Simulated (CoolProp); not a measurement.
Vapour-liquid equilibrium of R22 (1) + R11 (2) at 527 kPa; x and y are mole fractions of (1).

Model: multi-fluid Helmholtz-energy mixture model, Kamei 1995 and Jacobsen 1992; pair parameters Bell 2016, in CoolProp.

| x | bubble temperature (K) | y at the bubble point | dew temperature at overall composition x (K) | liquid density (mol/L) |
|---|---|---|---|---|
| 0.05 | 340.1 | 0.293 | 351.4 | 10.07 |
| 0.15 | 321.0 | 0.606 | 347.0 | 10.67 |
| 0.25 | 308.9 | 0.749 | 342.2 | 11.17 |
| 0.35 | 300.7 | 0.826 | 337.1 | 11.63 |
| 0.45 | 294.7 | 0.873 | 331.4 | 12.06 |
| 0.55 | 290.0 | 0.907 | 325.0 | 12.50 |
| 0.65 | 286.1 | 0.932 | 317.7 | 12.95 |
| 0.75 | 282.6 | 0.954 | 308.8 | 13.42 |
| 0.85 | 279.4 | 0.973 | 297.8 | 13.92 |
| 0.95 | 276.4 | 0.991 | 283.2 | 14.46 |

No azeotrope shows between x = 0.05 and 0.95.

Pair parameters are fitted to limited data, so mixtures are less certain than the pure fluids.
